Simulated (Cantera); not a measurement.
An isothermal, constant-pressure homogeneous reactor starts with 1.92 % CO, 0.891 % O2, 1.34 % H2O, 95.8 % N2, equivalence ratio 1.1, at 1225 K and 1000000 Pa.

Model: GRI-Mech 3.0 (53 species, 325 reactions), integrated in Cantera.

x: mole fraction; the columns are a selection and need not sum to one.

| t (s) | x CO | x O2 | x H2O | x OH | x H2 |
|---|---|---|---|---|---|
| 2.00e-5 | 0.0192 | 0.00891 | 0.0134 | 2.76e-10 | 5.26e-11 |
| 7.02e-5 | 0.0192 | 0.00891 | 0.0134 | ? | 1.04e-9 |
| 0.000246 | 0.0192 | 0.00891 | 0.0134 | ? | 3.79e-8 |
| 0.000865 | 0.0187 | 0.00869 | 0.0134 | ? | 2.86e-5 |
| 0.00304 | 0.0153 | 0.00703 | 0.0133 | 2.95e-6 | 0.000134 |
| 0.0107 | 0.00771 | 0.00324 | 0.0133 | 2.74e-6 | 0.000141 |
| 0.0374 | 0.00131 | 9.52e-5 | 0.0133 | ? | 0.000231 |
| 0.131 | 0.000954 | 9.73e-7 | 0.0131 | ? | 0.000402 |
| 0.461 | 0.000928 | 1.21e-7 | 0.0131 | ? | 0.000426 |
| 1.62 | 0.000920 | 2.28e-8 | 0.0131 | ? | 0.000435 |
| 5.68 | 0.000916 | 5.64e-9 | 0.0131 | ? | 0.000438 |
| 19.9 | 0.000914 | 8.77e-10 | 0.0131 | 6.94e-10 | 0.000440 |
| 70.0 | 0.000912 | 7.95e-12 | 0.0131 | 6.05e-10 | 0.000441 |

### Question
Some entries are withheld; supply them.

### Answer

- 7.02e-5, x OH: 1.39e-9
- 0.000246, x OH: 2.18e-8
- 0.000865, x OH: 2.52e-6
- 0.0374, x OH: 1.93e-6
- 0.131, x OH: 9.49e-8
- 0.461, x OH: 2.08e-8
- 1.62, x OH: 4.79e-9
- 5.68, x OH: 1.36e-9
